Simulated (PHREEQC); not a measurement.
1.5 g of hydrous ferric oxide (600 m²/g; 0.2 weak and 0.005 strong sites per Fe, Dzombak-Morel constants, diffuse double layer) in 1 kg of water with 0.05 mol/kgw of an inert sodium salt and 0.0048 mmol/kgw NiCl2, 0.026 mmol/kgw ZnCl2 and 0.08 mmol/kgw CuSO4, at 25 °C; the pH is set by adding NaOH or the inert anion's acid. O2 is buffered at 0.21 atm. The system is closed to CO2. Precipitation was switched off in this run.

Base run: PHREEQC, ion-association model, wateq4f.dat. Each further column changes one thing. The table gives S sorbed (%).

```tsv
pH	base	no electrostatic term (-no_edl)	background salt from 0.05 to 0.005 mol/kgw	oxide from 1.5 to 7.5 g/kgw	0.00076 mol/kgw Na2SO4 added
4	99.9	0.4	100.0	100.0	98.6
4.5	99.8	0.4	100.0	100.0	97.4
5.5	98.2	0.4	99.8	99.7	83.9
6	93.2	0.4	98.6	98.7	66.4
6.5	74.7	0.5	91.6	93.9	43.9
7.5	8.8	0.7	17.6	29.1	7.0
8	1.4	0.7	2.5	5.4	1.3
8.5	0.2	0.6	0.3	0.8	0.2
9.5	0.0	0.2	0.0	0.0	0.0
10	0.0	0.1	0.0	0.0	0.0
10.5	0.0	0.0	0.0	0.0	0.0
11.5	0.0	0.0	0.0	0.0	0.0
12	0.0	0.0	0.0	0.0	0.0
```

The database's constant for dissolved Cu(OH)2 is higher than later reviews accept. In at least one series the solution becomes supersaturated in solids that the run did not let form, among them Cu(OH)2, Ni(OH)2.
